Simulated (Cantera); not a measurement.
Charge: 1 mol Al2O3, 0.016 mol N2, held at 9.50 bar.

These are equilibrium values from Cantera (NASA tables, ideal gas, pure condensed phases), not measurements of a reactor. Candidate condensed phases: Al, AlN, Al2O3; 16 gas species. Equilibrium is a limit: real reactors are often held back by kinetics, nucleation or transport.

Question: Which condensed phases are stable at each of these points (T (°C)): 1827, 1877, 1927, 1977, 2027, 2077, 2127, 2177, 2227, 2277, 2327, 2377?

Answer: 
```
T (°C)  condensed phases  Al condensed (%)
------  ----------------  ----------------
1827            Al2O3(s)             100.0
1877            Al2O3(s)             100.0
1927            Al2O3(s)             100.0
1977            Al2O3(s)             100.0
2027            Al2O3(s)             100.0
2077            Al2O3(l)             100.0
2127            Al2O3(l)             100.0
2177            Al2O3(l)             100.0
2227            Al2O3(l)             100.0
2277            Al2O3(l)             100.0
2327            Al2O3(l)             100.0
2377            Al2O3(l)             100.0
```

From 1827 °C to 2027 °C the condensed part is Al2O3(s). From 2077 °C to 2377 °C the condensed part is Al2O3(l).
